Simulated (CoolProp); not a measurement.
Vapour-liquid equilibrium of cyclohexane (1) + dimethyl carbonate (2) at 381.8 K; x and y are mole fractions of (1).

The numbers come from the multi-fluid Helmholtz-energy mixture model, Zhou 2014 and Zhou 2011; pair parameters Bell 2016 in CoolProp.

```csv
x,"bubble pressure, mixture model (kPa)","bubble pressure, Raoult's law (kPa)","y, mixture model","y, Raoult's law"
0.05,201.5,178.9,0.158,0.061
0.2,246.6,185.2,0.389,0.236
0.35,266.4,191.5,0.491,0.400
0.5,274.0,197.7,0.556,0.553
0.65,274.7,204.0,0.616,0.697
0.8,266.5,210.2,0.702,0.832
0.95,237.6,216.5,0.882,0.959
```

The largest gap from Raoult's law is +39.1 % in bubble pressure, at x = 0.35. y crosses x between x = 0.5 and 0.65: the model has an azeotrope there.

The pair parameters rest on a limited set of measurements; away from them the model extrapolates.
